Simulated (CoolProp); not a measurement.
A Linde-Hampson liquefier for nitrogen: isothermal reversible compression at 280 K from 1 atm to 5 MPa, throttling to 1 atm, return gas leaving the recuperator 10 K below the feed. Each further row changes one setting.

Computed with CoolProp (reference Helmholtz-energy equation of state, Span 2000).

```tsv
case	liquid yield per pass	compression work (kJ/kg of gas)
as stated	(withheld)	323
high pressure 10 MPa	(withheld)	380
warm-end temperature 310 K	no liquid	(withheld)
warm-end gap 15 K	no liquid	323
```

**Question.** Some entries are withheld; supply them.

**Answer.** 
- as stated, liquid yield per pass: 0.004
- high pressure 10 MPa, liquid yield per pass: 0.030
- warm-end temperature 310 K, compression work (kJ/kg of gas): 358
